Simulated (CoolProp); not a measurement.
Carbon dioxide along the isotherm 274.7 K: density (kg/m³) from the reference equation and from simpler models built on Tc = 304.1 K, pc = 7.377 MPa, ω = 0.224; each cubic takes its own stable root.

Values from CoolProp's reference Helmholtz-energy equation of state, Span 1996.

```
p (MPa)   phase  reference  van der Waals  Redlich-Kwong  Soave-Redlich-Kwong  Peng-Robinson
-------  ------  ---------  -------------  -------------  -------------------  -------------
3.35        gas      89.85          81.82          86.71                88.39          90.63
6.71     liquid      944.4          597.2          802.0                833.6          941.2
10.1     liquid      966.8          634.2          841.1                866.6          976.5
13.4     liquid      984.9          658.8          870.4                892.4           1004
16.8     liquid       1001          678.4          895.3                914.7           1028
20.1     liquid       1015          693.9          916.0                933.5           1048
23.5     liquid       1028          707.6          934.6                950.6           1067
26.8     liquid       1039          719.1          950.7                965.5           1083
30.2     liquid       1050          729.6          965.6                979.4           1098
33.5     liquid       1059          738.7          978.9                991.8           1111
36.9     liquid       1069          747.3          991.4                 1004           1124
```
